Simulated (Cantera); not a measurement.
**Equilibrium for halide evaporation, hydrolysis and transport: FeCl₃ + H₂**

Input: 1 mol FeCl₃, 1.6 mol H₂, held at 72.0 Pa.

Cantera equilibrium calculation (NASA polynomials, part measured and part estimated; ideal gas, pure solids and liquids). Candidate condensed phases: Fe, FeCl₂, FeCl₃; 11 gas species. Kinetics and transport are ignored.

| T (K) | x HCl | x H₂ | x FeCl₂ | x Fe | x H | x Cl | x Fe₂Cl₄ | n Fe(α) | n FeCl₂(s) | n Fe(γ) | n Fe(δ) |
|---|---|---|---|---|---|---|---|---|---|---|---|
| 773 | 0.628 | 0.321 | 0.0480 | <1e-12 | 1.91e-11 | 3.96e-11 | 0.00306 | 0.292 | 0.572 | 0 | 0 |
| 873 | 0.630 | 0.203 | 0.165 | <1e-12 | 7.85e-10 | 2.41e-9 | 0.00275 | 0.473 | 0 | 0 | 0 |
| 973 | 0.560 | 0.236 | 0.203 | 5.29e-12 | 1.96e-8 | 4.37e-8 | 0.000545 | 0.367 | 0 | 0 | 0 |
| 1073 | 0.503 | 0.265 | 0.232 | 5.76e-10 | 2.69e-7 | 4.62e-7 | 0.000137 | 0.280 | 0 | 0 | 0 |
| 1173 | 0.459 | 0.287 | 0.254 | 2.73e-8 | 2.35e-6 | 3.30e-6 | 4.25e-5 | 0.212 | 0 | 0 | 0 |
| 1273 | 0.424 | 0.304 | 0.272 | 6.91e-7 | 1.47e-5 | 1.74e-5 | 1.56e-5 | 0 | 0 | 0.157 | 0 |
| 1373 | 0.395 | 0.318 | 0.286 | 1.08e-5 | 7.00e-5 | 7.20e-5 | 6.56e-6 | 0 | 0 | 0.113 | 0 |
| 1473 | 0.371 | 0.330 | 0.298 | 0.000116 | 0.000271 | 0.000247 | 3.09e-6 | 0 | 0 | 0.0755 | 0 |
| 1573 | 0.351 | 0.340 | 0.307 | 0.000913 | 0.000883 | 0.000725 | 1.60e-6 | 0 | 0 | 0.0426 | 0 |
| 1673 | 0.331 | 0.345 | 0.313 | 0.00557 | 0.00249 | 0.00187 | 8.81e-7 | 0 | 0 | 0 | 0.00318 |
| 1773 | 0.349 | 0.326 | 0.295 | 0.0195 | 0.00605 | 0.00498 | 4.46e-7 | 0 | 0 | 0 | 0 |
x: gas mole fraction; n: condensed amount in mol.

At 773 K the condensed part is Fe(α) + FeCl₂(s). From 873 K to 1173 K the condensed part is Fe(α). From 1273 K to 1573 K the condensed part is Fe(γ). At 1673 K the condensed part is Fe(δ). At 1773 K nothing is condensed. The main Fe-bearing gas is FeCl₂ throughout. The share of Fe in condensed phases is highest at 773 K (86.3 %) and lowest at 1773 K (0.0 %).
